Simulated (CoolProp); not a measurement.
Vapour-liquid equilibrium of octamethyltrisiloxane (MDM) (1) + octamethylcyclotetrasiloxane (D4) (2) at 260 kPa; x and y are mole fractions of (1).

The numbers come from the multi-fluid Helmholtz-energy mixture model, Thol 2017 and Thol 2015; pair parameters Bell 2016 in CoolProp.

Question: Give the bubble temperature and the first vapour's composition at x = 0.65, 0.8, 0.95. Is there an azeotrope?

Answer: x = 0.65: 473.4 K, y = 0.737; x = 0.8: 470.1 K, y = 0.859; x = 0.95: 466.9 K, y = 0.967. No azeotrope shows between x = 0.05 and 0.95.

The pair parameters rest on a limited set of measurements; away from them the model extrapolates.
